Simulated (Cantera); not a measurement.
A Cantera script and what it prints.

```python
import numpy as np
import cantera as ct

gas_names = """
    CL CLO CL2 O O2 O3 Ti TiCL TiCL2 TiCL3 TiCL4 TiO TiOCL TiOCL2 TiO2
""".split()
cond_names = """
    Ti(a) Ti(b) Ti(L) TiCL2(s) TiCL3(s) TiCL4(L) TiO(a) TiO(b) TiO(L) TiO2(ru) TiO2(L) Ti2O3(a) Ti2O3(b)
    Ti2O3(L) Ti3O5(a) Ti3O5(b) Ti3O5(L) Ti4O7(s) Ti4O7(L)
""".split()


# ... load() reads the species with a 1 bar reference pressure and builds the phases ...
atoms = {
    'TiO2': {'Ti': 1, 'O': 2},
    'Cl2': {'CL': 2},
}
top_T = {'TiCL2(s)': 1300, 'TiCL3(s)': 1000}  # K; cautious upper limits of use, not melting points


# ... equilibrate(T, P, feed) seeds the gas with the atoms and calls Mixture.equilibrate('TP', solver="vcs", rtol=1e-11, max_steps=5000) ...
results = []
feed = {'TiO2': 1, 'Cl2': 0.039}  # mol
T = 1200  # K
P = 33000  # Pa
mix = equilibrate(T, P, feed)
results.append((T, P, feed, dict(zip(mix.species_names, mix.species_moles))))
print(gas.report(threshold=0.0001))
for i in range(1, mix.n_phases):
    print(f"{mix.phase(i).name:16s} {mix.phase_moles(i):12.5e} mol")
```

Result:

```
       temperature   1200 K
          pressure   33000 Pa
           density   0.23467 kg/m^3
  mean mol. weight   70.952 kg/kmol
   phase of matter   gas

                          1 kg             1 kmol
                     ---------------   ---------------
          enthalpy        4.3586e+05        3.0925e+07  J
   internal energy        2.9524e+05        2.0948e+07  J
           entropy            4001.3         2.839e+05  J/K
    Gibbs function       -4.3657e+06       -3.0976e+08  J
 heat capacity c_p            530.02             37606  J/K
 heat capacity c_v            412.84             29292  J/K

                      mass frac. Y      mole frac. X     chem. pot. / RT
                     ---------------   ---------------   ---------------
                CL          0.004076          0.008158            -15.36
               CL2           0.98256           0.98329           -30.719
                O2          0.001925         0.0042686           -33.652
             TiCL4          0.011427         0.0042746           -133.61
     [  +11 minor]        8.7602e-06        1.2063e-05

Ti(b)             0.00000e+00 mol
TiCL2(s)          0.00000e+00 mol
TiCL4(L)          0.00000e+00 mol
TiO(a)            0.00000e+00 mol
TiO2(ru)          9.99833e-01 mol
Ti2O3(b)          0.00000e+00 mol
Ti3O5(b)          0.00000e+00 mol
Ti4O7(s)          0.00000e+00 mol
```

Cantera equilibrium calculation (NASA polynomials, part measured and part estimated; ideal gas, pure solids and liquids).
